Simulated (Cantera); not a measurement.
Charge: 1 mol C6H6, 0.94 mol H2O, 72 mol H2, held at 0.00220 bar.

These are equilibrium values from Cantera (NASA tables, ideal gas, pure condensed phases), not measurements of a reactor. Candidate condensed phases: C, C6H6, C7H8, C8H18, H2O; 110 gas species. Rates play no part.

Problem. Which condensed phases are stable at each of these points (T (K)): 548, 648, 748, 848, 948, 1048, 1148?

Solution. 
```csv
T (K),condensed phases,C condensed (%)
548,gas only,0.0
648,C(graphite),34.1
748,C(graphite),78.2
848,C(graphite),82.8
948,C(graphite),83.9
1048,C(graphite),84.2
1148,C(graphite),84.3
```

At 548 K nothing is condensed. From 648 K to 1148 K the condensed part is C(graphite).
